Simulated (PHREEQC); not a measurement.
Make-up at 20 °C: 0.024 mol KHCO3 per kg of water. Closed to the air; pH follows from the charge balance.

Equilibrium calculation in PHREEQC: ion-association model, phreeqc.dat.

```json
[
 {"quantity": "pH", "before": "8.25", "after": "8.31"},
 {"quantity": "CO2 (mol/kgw)", "before": "0.000272", "after": "5.16e-5"},
 {"quantity": "CO3-2 (mol/kgw)", "before": "0.000271", "after": "5.01e-5"}
]
```

**Question.** Which change was made?
A) KHCO3 from 0.024 to 0.12 mol/kgw
B) KHCO3 from 0.024 to 0.036 mol/kgw
C) KHCO3 from 0.024 to 0.0216 mol/kgw
D) 0.00028 mol/kgw NaCl added
E) diluted 5-fold with water

**Answer.** E, diluted 5-fold with water

This is a speciation only: nothing precipitates in the calculation.
